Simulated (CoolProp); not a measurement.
Saturated liquid density (kg/m³) of nitrogen: the reference equation beside estimates from Tc = -147.0 °C, pc = 3396 kPa, ω = 0.037. Rackett uses Z = 0.29056 − 0.08775 ω.

Computed with CoolProp (reference Helmholtz-energy equation of state, Span 2000).

| T (°C) | reference | Rackett | Soave-Redlich-Kwong | Peng-Robinson |
|---|---|---|---|---|
| -204.75 | 845.3 | 856.0 | 849.8 | 958.0 |
| -201.45 | 831.2 | 841.9 | 834.9 | 941.9 |
| -198.15 | 816.7 | 827.4 | 819.2 | 924.8 |
| -194.85 | 801.8 | 812.5 | 802.6 | 906.9 |
| -191.55 | 786.4 | 797.1 | 785.2 | 887.8 |
| -188.25 | 770.6 | 781.2 | 766.8 | 867.6 |
| -184.95 | 754.2 | 764.7 | 747.4 | 846.1 |
| -181.65 | 737.2 | 747.6 | 726.8 | 823.2 |
| -178.35 | 719.4 | 729.7 | 704.8 | 798.7 |
| -175.05 | 700.6 | 710.8 | 681.4 | 772.3 |
| -171.75 | 680.8 | 690.8 | 656.2 | 743.8 |
| -168.45 | 659.5 | 669.5 | 629.0 | 712.8 |

Absolute difference from the reference over all 12 rows, mean and median: Rackett 1.4 and 1.4 %, Soave-Redlich-Kwong 1.4 and 0.7 %, Peng-Robinson 11.7 and 12.4 %.
